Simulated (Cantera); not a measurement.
# Equilibrium for fluorocarbon and chlorocarbon gases: CH2F2 + F2

A closed system holds: 1 mol CH2F2, 0.3 mol F2, at 1848 K and 7.50 Torr.

Equilibrium computed with Cantera from the NASA thermochemical tables; the gas is ideal and each condensed phase is pure. Candidate condensed phases: C, C6H6, C7H8, C8H18; 95 gas species. Gases not in the tables: C2F6 and larger saturated fluorocarbons. Kinetics and transport are ignored.

The x(HF) is 0.924, the x(CF4) is 0.0645 and the x(CF2) comes out as 0.00723. The x(F) is 0.00375 and the x(CF3) comes out as 0.000386. The x(CF) is 7.71e-6. The x(CHF3) is 2.00e-6 and the x(H) is 1.46e-6. The n(C(graphite)) comes out as 0.844 mol and the gas amount is 2.164 mol.
